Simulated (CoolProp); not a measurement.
Vapour-liquid equilibrium of n-heptane (1) + p-xylene (2) at 471.8 K; x and y are mole fractions of (1).

The numbers come from the multi-fluid Helmholtz-energy mixture model, Span 2003 and Zhou 2012; pair parameters Bell 2016 in CoolProp.

| x | bubble pressure (bar) | y at the bubble point | dew pressure at overall composition x (bar) | liquid density (mol/L) |
|---|---|---|---|---|
| 0.05 | 4.364 | 0.114 | 4.167 | 6.403 |
| 0.15 | 5.007 | 0.291 | 4.484 | 6.242 |
| 0.25 | 5.607 | 0.425 | 4.846 | 6.084 |
| 0.35 | 6.174 | 0.532 | 5.259 | 5.928 |
| 0.45 | 6.718 | 0.623 | 5.733 | 5.776 |
| 0.55 | 7.245 | 0.703 | 6.274 | 5.625 |
| 0.65 | 7.763 | 0.775 | 6.889 | 5.477 |
| 0.75 | 8.278 | 0.843 | 7.577 | 5.331 |
| 0.85 | 8.794 | 0.907 | 8.336 | 5.186 |
| 0.95 | 9.315 | 0.969 | 9.153 | 5.043 |

No azeotrope shows between x = 0.05 and 0.95.

The pair parameters rest on a limited set of measurements; away from them the model extrapolates.
